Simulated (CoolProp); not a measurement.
Aqueous ethanol as a coolant, at 21 °C, 1 atm.

The numbers come from the Melinder's fits for secondary coolants in CoolProp.

```json
[
 {"mass %": "1.1", "freezing point (°C)": "-0.5", "viscosity (mPa s)": "1.02", "cp (kJ/(kg K))": "(withheld)", "conductivity (W/(m K))": "0.592", "Prandtl number": "7.23"},
 {"mass %": "4.9", "freezing point (°C)": "(withheld)", "viscosity (mPa s)": "1.20", "cp (kJ/(kg K))": "(withheld)", "conductivity (W/(m K))": "0.564", "Prandtl number": "9.01"},
 {"mass %": "8.8", "freezing point (°C)": "-3.8", "viscosity (mPa s)": "1.41", "cp (kJ/(kg K))": "4.287", "conductivity (W/(m K))": "(withheld)", "Prandtl number": "11.3"},
 {"mass %": "12.6", "freezing point (°C)": "-5.9", "viscosity (mPa s)": "1.64", "cp (kJ/(kg K))": "4.320", "conductivity (W/(m K))": "0.513", "Prandtl number": "13.8"},
 {"mass %": "16.5", "freezing point (°C)": "-8.4", "viscosity (mPa s)": "1.88", "cp (kJ/(kg K))": "4.334", "conductivity (W/(m K))": "0.488", "Prandtl number": "16.7"},
 {"mass %": "20.3", "freezing point (°C)": "-11.4", "viscosity (mPa s)": "2.11", "cp (kJ/(kg K))": "4.326", "conductivity (W/(m K))": "0.465", "Prandtl number": "19.6"},
 {"mass %": "24.2", "freezing point (°C)": "-14.7", "viscosity (mPa s)": "2.32", "cp (kJ/(kg K))": "4.295", "conductivity (W/(m K))": "0.443", "Prandtl number": "22.4"},
 {"mass %": "28.1", "freezing point (°C)": "-18.3", "viscosity (mPa s)": "2.49", "cp (kJ/(kg K))": "4.247", "conductivity (W/(m K))": "0.421", "Prandtl number": "25.1"},
 {"mass %": "31.9", "freezing point (°C)": "-22.0", "viscosity (mPa s)": "2.62", "cp (kJ/(kg K))": "(withheld)", "conductivity (W/(m K))": "0.401", "Prandtl number": "27.3"},
 {"mass %": "35.8", "freezing point (°C)": "-25.7", "viscosity (mPa s)": "(withheld)", "cp (kJ/(kg K))": "(withheld)", "conductivity (W/(m K))": "0.382", "Prandtl number": "29.2"},
 {"mass %": "39.6", "freezing point (°C)": "-29.2", "viscosity (mPa s)": "2.76", "cp (kJ/(kg K))": "4.043", "conductivity (W/(m K))": "0.364", "Prandtl number": "30.7"},
 {"mass %": "43.5", "freezing point (°C)": "-32.5", "viscosity (mPa s)": "2.78", "cp (kJ/(kg K))": "3.965", "conductivity (W/(m K))": "(withheld)", "Prandtl number": "31.9"}
]
```

Task: Some entries are withheld; supply them.

Result: 
- 1.1, cp (kJ/(kg K)): 4.182
- 4.9, freezing point (°C): -2.0
- 4.9, cp (kJ/(kg K)): 4.236
- 8.8, conductivity (W/(m K)): 0.538
- 31.9, cp (kJ/(kg K)): 4.187
- 35.8, viscosity (mPa s): 2.71
- 35.8, cp (kJ/(kg K)): 4.116
- 43.5, conductivity (W/(m K)): 0.346
